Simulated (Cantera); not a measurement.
Feed: 1 mol borazine, 2.5 mol O₂, held at 1900 °C and 1.00 Torr.

Cantera equilibrium calculation (NASA polynomials, part measured and part estimated; ideal gas, pure solids and liquids). Candidate condensed phases: B, BN, B₂O₃, B₃O₃H₃, H₂O; 39 gas species. The feed counts by its element totals alone. The numbers say what is thermodynamically allowed, not how fast it happens.

Base state: H₂ 0.313, N₂ 0.234, HBO₂ 0.159, B₂O₃ 0.117, H 0.0741, BO 0.0487, H₂O 0.0290, HBO 0.0166 (mole fractions); condensed: gas only.

Question: What changes in the equilibrium state with this change: borazine replaced by B₂H₆?

Answer: 
| species | before | after |
|---|---|---|
| HBO₂ | 0.159 | 0.339 |
| H₂O | 0.0290 | 0.287 |
| H₂ | 0.313 | 0.217 |
| N₂ | 0.234 | 0 |
| OH | 0.000916 | 0.0109 |
| HBO | 0.0166 | 0.00248 |
| BO | 0.0487 | 0.00875 |
| BO₂ | 0.00605 | 0.0155 |
| B₂O₃ | 0.117 | 0.0540 |
| H | 0.0741 | 0.0616 |
| NO | 3.44e-5 | 0 |
| O₂ | 5.93e-6 | 0.00121 |

Question: What changes in the equilibrium state with this change: O₂ from 2.5 to 0.067 mol?

Answer: 
```
species      before     after
---------  --------  --------
H₂            0.313     0.563
N₂            0.234     0.309
H            0.0741    0.0992
HBO₂          0.159   4.60e-7
B₂O₃          0.117   9.50e-8
H₂O          0.0290   2.99e-7
BO           0.0487    0.0183
HBO          0.0166   0.00835
BO₂         0.00605   1.31e-8
O          0.000152     <1e-9
OH         0.000916   7.07e-9
BH₂         5.60e-9  0.000656
B           2.17e-8   0.00141
B(s), mol         0      2.85
```
The tables' values for BH₂ are old estimates; treat these amounts as uncertain.

Question: What changes in the equilibrium state with this change: temperature from 1900 °C to 1577 °C?

Answer: 
```tsv
species	before	after
H₂	0.313	0.390
N₂	0.234	0.248
HBO₂	0.159	0.162
H	0.0741	0.00921
BO	0.0487	0.00582
H₂O	0.0290	0.0137
B₂O₃	0.117	0.155
HBO	0.0166	0.0146
O	0.000152	4.30e-7
NO	3.44e-5	4.89e-7
OH	0.000916	2.39e-5
```
